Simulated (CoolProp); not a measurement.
Vapour-liquid equilibrium of R125 (1) + cyclopropane (2) at 9.15 bar; x and y are mole fractions of (1).

Model: multi-fluid Helmholtz-energy mixture model, Lemmon 2005 and Polt 1992; pair parameters Bell 2016, in CoolProp. This equation is an older, rougher fit; its heat capacities, sound speeds and derivatives of the liquid may be far off and weren't checked against measurements.

```json
[
 {"x": "0.05", "bubble temperature (°C)": "27.1", "y at the bubble point": "0.178", "dew temperature at overall composition x (°C)": "32.1", "liquid density (mol/L)": "14.27"},
 {"x": "0.125", "bubble temperature (°C)": "20.5", "y at the bubble point": "0.342", "dew temperature at overall composition x (°C)": "29.2", "liquid density (mol/L)": "14.00"},
 {"x": "0.2", "bubble temperature (°C)": "16.4", "y at the bubble point": "0.438", "dew temperature at overall composition x (°C)": "26.3", "liquid density (mol/L)": "13.67"},
 {"x": "0.275", "bubble temperature (°C)": "13.9", "y at the bubble point": "0.502", "dew temperature at overall composition x (°C)": "23.2", "liquid density (mol/L)": "13.31"},
 {"x": "0.35", "bubble temperature (°C)": "12.2", "y at the bubble point": "0.548", "dew temperature at overall composition x (°C)": "20.1", "liquid density (mol/L)": "12.95"},
 {"x": "0.425", "bubble temperature (°C)": "11.0", "y at the bubble point": "0.586", "dew temperature at overall composition x (°C)": "17.0", "liquid density (mol/L)": "12.61"},
 {"x": "0.5", "bubble temperature (°C)": "10.1", "y at the bubble point": "0.622", "dew temperature at overall composition x (°C)": "14.0", "liquid density (mol/L)": "12.28"},
 {"x": "0.575", "bubble temperature (°C)": "9.5", "y at the bubble point": "0.657", "dew temperature at overall composition x (°C)": "11.4", "liquid density (mol/L)": "11.97"},
 {"x": "0.65", "bubble temperature (°C)": "9.0", "y at the bubble point": "0.696", "dew temperature at overall composition x (°C)": "9.6", "liquid density (mol/L)": "11.69"},
 {"x": "0.725", "bubble temperature (°C)": "8.7", "y at the bubble point": "0.741", "dew temperature at overall composition x (°C)": "8.8", "liquid density (mol/L)": "11.43"},
 {"x": "0.8", "bubble temperature (°C)": "8.6", "y at the bubble point": "0.793", "dew temperature at overall composition x (°C)": "8.7", "liquid density (mol/L)": "11.19"},
 {"x": "0.875", "bubble temperature (°C)": "8.9", "y at the bubble point": "0.858", "dew temperature at overall composition x (°C)": "9.0", "liquid density (mol/L)": "10.96"},
 {"x": "0.95", "bubble temperature (°C)": "9.6", "y at the bubble point": "0.937", "dew temperature at overall composition x (°C)": "9.7", "liquid density (mol/L)": "10.73"}
]
```

y crosses x between x = 0.725 and 0.8: the model has an azeotrope there.

Pair parameters are fitted to limited data, so mixtures are less certain than the pure fluids.
